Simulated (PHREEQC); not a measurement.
H2SO4 is added in steps, without added water, to 1 kg of water holding 1.6 mmol/kgw Ag2SO4 and 1.6 mmol/kgw NaNO3, at 25 °C. O2 is buffered at 0.21 atm. The system is closed to CO2. Only these solids could form: Ag2O, Ag2SO4, Mirabilite.

Base run: PHREEQC, ion-association model, wateq4f.dat. Each further column changes one thing. The table gives HSO4- (mol/kgw).

| H2SO4 added (mol) | base | Debye-Hückel limiting law | metal-ligand complexes left out | Davies equation for every ion | all activity coefficients set to 1 |
|---|---|---|---|---|---|
| 0 | 1.24e-8 | 1.20e-8 | 1.30e-8 | 1.23e-8 | 1.56e-8 |
| 0.00077 | 0.000191 | 0.000181 | 0.000197 | 0.000188 | 0.000249 |
| 0.00154 | 0.000446 | 0.000422 | 0.000460 | 0.000440 | 0.000582 |
| 0.00231 | 0.000750 | 0.000705 | 0.000771 | 0.000738 | 0.000975 |
| 0.00308 | 0.00109 | 0.00102 | 0.00112 | 0.00107 | 0.00141 |
| 0.00385 | 0.00146 | 0.00137 | 0.00150 | 0.00144 | 0.00189 |
| 0.00462 | 0.00186 | 0.00173 | 0.00190 | 0.00183 | 0.00239 |
| 0.00539 | 0.00228 | 0.00211 | 0.00233 | 0.00224 | 0.00292 |
| 0.00616 | 0.00272 | 0.00251 | 0.00277 | 0.00267 | 0.00347 |
| 0.00693 | 0.00317 | 0.00292 | 0.00323 | 0.00311 | 0.00403 |
| 0.0077 | 0.00364 | 0.00334 | 0.00370 | 0.00357 | 0.00461 |
